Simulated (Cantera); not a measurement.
A perfectly stirred reactor is fed with H₂ : O₂ = 0.077 : 1 (molar parts), equivalence ratio 0.038, at 0.0267 bar; it is held at 1300 K, and followed from long to short residence time.

Cantera simulation using the H2/O2 subset of GRI-Mech 3.0, which has no nitrogen chemistry; the numbers are that mechanism's predictions, not measurements. Radical loss at walls, strong at low pressure, is not modelled. The temperature is held fixed by assumption; the heat of reaction is taken as removed at once.

One state of this run: x H₂ = 0.00159; x O₂ = 0.900; x H = 0.00455; x H₂O = 0.0666; x O = 0.0221; x H₂O₂ = 2.17e-7. x: mole fraction; the columns are a selection and need not sum to one.

Task: Which value of τ (s) does it belong to?
A. 0.29
B. 18
C. 0.013
D. 0.81

Result: C, 0.013
